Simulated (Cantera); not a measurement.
Thermodynamics of thermal oxidation and active oxidation of silicon, feed Si + O₂ + H₂

Input: 1 mol Si, 0.01 mol O₂, 1.3 mol H₂, held at 1.00 Torr.

Equilibrium computed with Cantera from the NASA thermochemical tables; the gas is ideal and each condensed phase is pure. Candidate condensed phases: H₂O, Si, SiO₂; 18 gas species. Mutual solubility and eutectic melting of coexisting phases are not modelled. The tables hold silica as quartz up to 1696 K and as liquid above; real silica turns to tridymite and cristobalite and melts near 1996 K. Gases not in the tables: Si₂H₆ and higher silanes. Rates play no part.

From 1023 K to 1323 K the condensed part is Si(s) + SiO₂(β-quartz). From 1373 K to 1673 K the condensed part is Si(s). The main Si-bearing gas is SiO throughout.

| T (K) | log p H₂ | log p SiO | log p H | log p Si | log p SiH | log p SiH₂ | n Si(s) | n SiO₂(β-quartz) |
|---|---|---|---|---|---|---|---|---|
| 1023 | -2.88 | -8.88 | -9.82 | <-14 | <-14 | -12.62 | 0.990 | 0.01000 |
| 1073 | -2.88 | -8.05 | -9.29 | -14.16 | -14.03 | -12.04 | 0.990 | 0.01000 |
| 1123 | -2.88 | -7.30 | -8.81 | -13.19 | -13.22 | -11.52 | 0.990 | 0.00998 |
| 1173 | -2.88 | -6.62 | -8.37 | -12.31 | -12.49 | -11.04 | 0.990 | 0.00988 |
| 1223 | -2.88 | -5.99 | -7.96 | -11.49 | -11.82 | -10.60 | 0.989 | 0.00950 |
| 1273 | -2.88 | -5.41 | -7.59 | -10.74 | -11.20 | -10.20 | 0.988 | 0.00810 |
| 1323 | -2.88 | -4.88 | -7.24 | -10.05 | -10.63 | -9.83 | 0.983 | 0.00349 |
| 1373 | -2.88 | -4.69 | -6.92 | -9.41 | -10.10 | -9.48 | 0.980 | 0 |
| 1423 | -2.88 | -4.69 | -6.62 | -8.82 | -9.61 | -9.16 | 0.980 | 0 |
| 1473 | -2.88 | -4.69 | -6.34 | -8.26 | -9.15 | -8.86 | 0.980 | 0 |
| 1523 | -2.88 | -4.69 | -6.08 | -7.74 | -8.72 | -8.58 | 0.980 | 0 |
| 1573 | -2.88 | -4.69 | -5.83 | -7.26 | -8.32 | -8.32 | 0.980 | 0 |
| 1623 | -2.88 | -4.70 | -5.60 | -6.81 | -7.94 | -8.07 | 0.980 | 0 |
| 1673 | -2.88 | -4.70 | -5.39 | -6.38 | -7.59 | -7.84 | 0.980 | 0 |
log p: log10 of the partial pressure in bar; n: condensed amount in mol.
